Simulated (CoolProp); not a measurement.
Properties of the fluoroketone C6F12O (FK-5-1-12) at several states (Tc = 168.7 °C, pc = 1869 kPa, ω = 0.471).

The numbers come from the reference Helmholtz-energy equation of state, McLinden 2015 in CoolProp.

```json
[
 {"T (°C)": "-29.35", "p (kPa)": "139", "phase": "liquid", "isothermal compressibility (1/MPa)": "0.001535", "expansivity (1/kK)": "1.549"},
 {"T (°C)": "60.15", "p (kPa)": "30.1", "phase": "gas", "isothermal compressibility (1/MPa)": "33.77", "expansivity (1/kK)": "3.187"},
 {"T (°C)": "8.05", "p (kPa)": "1480", "phase": "liquid", "isothermal compressibility (1/MPa)": "0.002322", "expansivity (1/kK)": "1.706"},
 {"T (°C)": "-8.05", "p (kPa)": "35.3", "phase": "liquid", "isothermal compressibility (1/MPa)": "0.001974", "expansivity (1/kK)": "1.650"}
]
```
